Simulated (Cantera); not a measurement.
A Cantera script and its output.

```python
import numpy as np
import cantera as ct

gas = ct.Solution("SiF4_NH3_mec.yaml", "gas")
gas.TPX = 2173, 17000, {'NH3': 0.47, 'H2': 10}
reactor = ct.IdealGasConstPressureReactor(gas, energy="off", clone=False)
net = ct.ReactorNet([reactor])
net.rtol, net.atol = 1e-08, 1e-18
show = ['NH3', 'H2', 'N2', 'N2H4', 'NH', 'H', 'NH2']
times = np.geomspace(0.0001, 200, 14)

steps = ct.SolutionArray(gas, extra=["t"])
rows = []
print(f"{'t/s':>10s}{'T/K':>9s}{'P/Pa':>11s}" + "".join(f"{s:>11s}" for s in show))
for t in times:
    while net.time < t:
        t_next = net.step()
        steps.append(gas.state, t=t_next)
    rows.append([np.interp(t, steps.t, y) for y in (steps.T, steps.P, *steps(*show).X.T)])
    print(f"{t:10.3e}{rows[-1][0]:9.1f}{rows[-1][1]:11.4g}" + "".join(f"{x:11.3e}" for x in rows[-1][2:]))
rate = np.gradient(steps.T, steps.t)
print("integrator steps:", len(steps.t))
if steps.T.max() > steps.T[0] + 200:
    print(f"time of steepest temperature rise: {steps.t[rate.argmax()]:.4e} s")
gas.TPX = 2173, 17000, {'NH3': 0.47, 'H2': 10}
gas.equilibrate("TP")
print(f"equilibrium (TP): T = {gas.T:.1f} K  " + "  ".join(f"{s} {gas[s].X[0]:.3e}" for s in show))
```

Result:

```
       t/s      T/K       P/Pa        NH3         H2         N2       N2H4         NH          H        NH2
 1.000e-04   2173.0    1.7e+04  4.487e-02  9.550e-01  1.276e-09  4.443e-12  3.734e-08  9.797e-05  1.433e-05
 3.053e-04   2173.0    1.7e+04  4.484e-02  9.548e-01  1.145e-07  4.061e-11  3.478e-07  2.987e-04  4.327e-05
 9.319e-04   2173.0    1.7e+04  4.472e-02  9.542e-01  7.152e-06  3.607e-10  3.106e-06  8.949e-04  1.290e-04
 2.845e-03   2173.0    1.7e+04  4.382e-02  9.534e-01  3.316e-04  1.934e-09  1.690e-05  2.118e-03  2.988e-04
 8.685e-03   2173.0    1.7e+04  3.842e-02  9.558e-01  2.903e-03  2.125e-09  2.117e-05  2.540e-03  3.133e-04
 2.651e-02   2173.0    1.7e+04  2.494e-02  9.624e-01  9.384e-03  1.226e-09  1.889e-05  2.992e-03  2.380e-04
 8.094e-02   2173.0    1.7e+04  5.372e-03  9.704e-01  1.880e-02  1.755e-10  1.269e-05  5.308e-03  9.017e-05
 2.471e-01   2173.0    1.7e+04  1.112e-04  9.671e-01  2.130e-02  3.518e-13  1.244e-06  1.147e-02  4.051e-06
 7.543e-01   2173.0    1.7e+04  1.864e-05  9.670e-01  2.135e-02  1.009e-14  2.128e-07  1.158e-02  6.859e-07
 2.303e+00   2173.0    1.7e+04  5.259e-06  9.671e-01  2.135e-02  8.029e-16  6.005e-08  1.159e-02  1.935e-07
 7.030e+00   2173.0    1.7e+04  1.671e-06  9.671e-01  2.136e-02  8.113e-17  1.908e-08  1.159e-02  6.150e-08
 2.146e+01   2173.0    1.7e+04  6.119e-07  9.671e-01  2.136e-02  1.092e-17  6.986e-09  1.159e-02  2.251e-08
 6.551e+01   2173.0    1.7e+04  3.753e-07  9.671e-01  2.136e-02  4.138e-18  4.285e-09  1.159e-02  1.381e-08
 2.000e+02   2173.0    1.7e+04  3.643e-07  9.671e-01  2.136e-02  3.901e-18  4.160e-09  1.159e-02  1.340e-08
integrator steps: 1501
equilibrium (TP): T = 2173.0 K  NH3 3.643e-07  H2 9.671e-01  N2 2.136e-02  N2H4 3.901e-18  NH 4.160e-09  H 1.159e-02  NH2 1.340e-08
```

Model: the gas-phase N/H chemistry of the illustrative SiF4/NH3 mechanism in the Surface Chemkin manual (1991), integrated in Cantera. Walls and surfaces, which speed up NH3 decomposition in real reactors, are not modelled.
